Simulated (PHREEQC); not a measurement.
A solution holds 0.089 mol/kgw Ni(NO3)2, 0.0071 mol/kgw KCl and 0.00059 mol/kgw HCl, at 25 °C. Closed to the air; pH follows from the charge balance.

Equilibrium calculation in PHREEQC: ion-association model, wateq4f.dat.

Question: The ionic strength comes out as 0.274 mol/kgw. What activity coefficients do NiCl+, K+, Cl-, NO3-, H+ get?

Answer: NiCl+ 0.74, K+ 0.69, Cl- 0.69, NO3- 0.67, H+ 0.79.

This is a speciation only: nothing precipitates in the calculation.
